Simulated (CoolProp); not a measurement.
Propylene glycol along the isotherm 620 K: Z from the reference equation and from simpler models built on Tc = 674.0 K, pc = 7292 kPa, ω = 0.327; each cubic takes its own stable root.

Computed with CoolProp (reference Helmholtz-energy equation of state, Eisenbach 2021).

```json
[
 {"p (kPa)": "115", "phase": "gas", "reference": "0.9928"},
 {"p (kPa)": "237", "phase": "gas", "reference": "0.9851"},
 {"p (kPa)": "486", "phase": "gas", "reference": "0.9691"},
 {"p (kPa)": "998", "phase": "gas", "reference": "0.9343"},
 {"p (kPa)": "2050", "phase": "gas", "reference": "0.8538"},
 {"p (kPa)": "4210", "phase": "liquid", "reference": "0.09228"},
 {"p (kPa)": "8650", "phase": "liquid", "reference": "0.1837"},
 {"p (kPa)": "17800", "phase": "liquid", "reference": "0.3615"},
 {"p (kPa)": "36500", "phase": "liquid", "reference": "0.7001"}
]
```

**Question.** How far does each simpler model (van der Waals, Redlich-Kwong, Soave-Redlich-Kwong) lie from the reference over these 9 states: mean and median of the absolute difference, and the worst?

**Answer.** 
- van der Waals: mean 90.5 %, median 3.9 %, worst +684.5 % at 620 K and 4210 kPa
- Redlich-Kwong: mean 71.9 %, median 1.4 %, worst +623.1 % at 620 K and 4210 kPa
- Soave-Redlich-Kwong: mean 2.9 %, median 0.5 %, worst +12.7 % at 620 K and 4210 kPa

At some of these states van der Waals, Redlich-Kwong gives the other phase, because its saturation line lies elsewhere.
